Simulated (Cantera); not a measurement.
Charge: 1 mol Si, 0.93 mol HCl, 16 mol H2, held at 1048 K and 1800000 Pa.

Cantera equilibrium calculation (NASA polynomials, part measured and part estimated; ideal gas, pure solids and liquids). Candidate condensed phases: Si; 19 gas species. The tables' values for SiCl3 are old estimates; treat these amounts as uncertain. Rates play no part.

Base state: H2 0.979, SiHCl3 0.0101, SiCl4 0.00381, HCl 0.00378, SiH2Cl2 0.00304, SiH3Cl 0.000238, SiCl3 7.53e-5, SiCl2 2.72e-5 (mole fractions); condensed: Si(s).

**Question.** What changes in the equilibrium state with this change: H2 from 16 to 4.8 mol?

**Answer.** 
```csv
species,before,after
H2,0.979,0.943
SiHCl3,0.0101,0.0292
SiCl4,0.00381,0.0161
SiCl3,7.53e-5,0.000222
SiCl2,2.72e-5,5.61e-5
"Si(s), mol",0.712,0.717
```
